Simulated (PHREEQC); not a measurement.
**Acid mine or pickling water (model solution)**

Model water analysis in mmol/kgw, 11 °C, pH 2.11, pe 11.8: Na 8.53; K 15.7; Ca 9.72; Mg 23.3; Cl 15.6; S(6) 38.4; Cu(2) 0.247; Zn 0.379.

Valence states are taken as typed.

Computed with PHREEQC (ion-association model, phreeqc.dat).

This is a speciation only: nothing precipitates in the calculation.

What ionic strength, charge-balance error, specific conductance does the model give?

ionic strength 0.115 mol/kgw; charge-balance error 10.0 %; specific conductance 6490 µS/cm.

In which forms is S present?

SO4-2 55 %, MgSO4 20 %, HSO4- 14 %, CaSO4 7.8 %, KSO4- 1.6 %, NaSO4- 0.7 % of the S.

Away from 25 °C the constants follow the database's enthalpies or fits; those with neither stay at their 25 °C values.
